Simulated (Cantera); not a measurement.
**Adiabatic ignition**

An adiabatic, constant-volume homogeneous reactor starts with 18.7 % CO, 1.27 % H2, 2.62 % CH4, 16.2 % O2, 61.1 % N2, at 1050 K and 3750 Torr.

Computed with Cantera and GRI-Mech 3.0 (53 species, 325 reactions).

```json
[
 {"t (s)": "8.00e-6", "T (K)": "1050", "P (bar)": "5.00", "x CO": "0.187", "x H2": "0.0127", "x CH4": "0.0262", "x NO": "<1e-12", "x H2O2": "2.73e-12"},
 {"t (s)": "1.80e-5", "T (K)": "1050", "P (bar)": "5.00", "x CO": "0.187", "x H2": "0.0127", "x CH4": "0.0262", "x NO": "<1e-12", "x H2O2": "1.71e-11"},
 {"t (s)": "4.04e-5", "T (K)": "1050", "P (bar)": "5.00", "x CO": "0.187", "x H2": "0.0127", "x CH4": "0.0262", "x NO": "<1e-12", "x H2O2": "1.01e-10"},
 {"t (s)": "9.09e-5", "T (K)": "1050", "P (bar)": "5.00", "x CO": "0.187", "x H2": "0.0127", "x CH4": "0.0262", "x NO": "<1e-12", "x H2O2": "6.14e-10"},
 {"t (s)": "0.000204", "T (K)": "1050", "P (bar)": "5.00", "x CO": "0.187", "x H2": "0.0127", "x CH4": "0.0262", "x NO": "<1e-12", "x H2O2": "4.28e-9"},
 {"t (s)": "0.000460", "T (K)": "1050", "P (bar)": "5.00", "x CO": "0.187", "x H2": "0.0127", "x CH4": "0.0262", "x NO": "<1e-12", "x H2O2": "5.00e-8"},
 {"t (s)": "0.00103", "T (K)": "1055", "P (bar)": "5.02", "x CO": "0.187", "x H2": "0.0127", "x CH4": "0.0261", "x NO": "<1e-12", "x H2O2": "8.31e-6"},
 {"t (s)": "0.00232", "T (K)": "2896", "P (bar)": "12.9", "x CO": "0.0601", "x H2": "0.00301", "x CH4": "<1e-12", "x NO": "0.0139", "x H2O2": "5.62e-7"},
 {"t (s)": "0.00522", "T (K)": "2895", "P (bar)": "12.9", "x CO": "0.0602", "x H2": "0.00301", "x CH4": "<1e-12", "x NO": "0.0145", "x H2O2": "5.59e-7"},
 {"t (s)": "0.0117", "T (K)": "2895", "P (bar)": "12.9", "x CO": "0.0602", "x H2": "0.00301", "x CH4": "<1e-12", "x NO": "0.0145", "x H2O2": "5.59e-7"},
 {"t (s)": "0.0264", "T (K)": "2895", "P (bar)": "12.9", "x CO": "0.0602", "x H2": "0.00301", "x CH4": "<1e-12", "x NO": "0.0145", "x H2O2": "5.59e-7"},
 {"t (s)": "0.0594", "T (K)": "2895", "P (bar)": "12.9", "x CO": "0.0602", "x H2": "0.00301", "x CH4": "<1e-12", "x NO": "0.0145", "x H2O2": "5.59e-7"},
 {"t (s)": "0.133", "T (K)": "2895", "P (bar)": "12.9", "x CO": "0.0602", "x H2": "0.00301", "x CH4": "<1e-12", "x NO": "0.0145", "x H2O2": "5.59e-7"},
 {"t (s)": "0.300", "T (K)": "2895", "P (bar)": "12.9", "x CO": "0.0602", "x H2": "0.00301", "x CH4": "<1e-12", "x NO": "0.0145", "x H2O2": "5.59e-7"}
]
```
x: mole fraction; the columns are a selection and need not sum to one.

```json
{
  "time_of_steepest_temperature_rise": "1.85 ms",
  "temperature at 0.300 s": "2895 K",
  "equilibrium_temperature": "2895 K",
  "x(CO) at 0.300 s": "0.0602 (gas-phase equilibrium 0.0602)",
  "x(H2) at 0.300 s": "0.00301 (gas-phase equilibrium 0.00301)",
  "x(CH4) at 0.300 s": "<1e-12 (gas-phase equilibrium <1e-12)"
}
```
